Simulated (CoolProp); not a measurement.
n-perfluorobutane at several states: density (kg/m³) from the reference equation and from simpler models built on Tc = 113.2 °C, pc = 2.322 MPa, ω = 0.372; each cubic takes its own stable root.

Computed with CoolProp (reference Helmholtz-energy equation of state, Gao 2022).

| T (°C) | p (MPa) | phase | reference |
|---|---|---|---|
| 133.35 | 0.321 | gas | 23.51 |
| -72.55 | 5.33 | liquid | 1853 |
| -100.35 | 0.0137 | liquid | 1938 |
| -28.15 | 10 | liquid | 1724 |

Problem. How far does each simpler model (Redlich-Kwong, Soave-Redlich-Kwong, Peng-Robinson) lie from the reference over these 4 states: mean and median of the absolute difference, and the worst?

Solution. 
- Redlich-Kwong: mean 7.0 %, median 8.4 %, worst -10.9 % at -100.35 °C and 0.0137 MPa
- Soave-Redlich-Kwong: mean 4.9 %, median 5.4 %, worst -8.4 % at -100.35 °C and 0.0137 MPa
- Peng-Robinson: mean 4.0 %, median 3.9 %, worst +7.5 % at -28.15 °C and 10 MPa
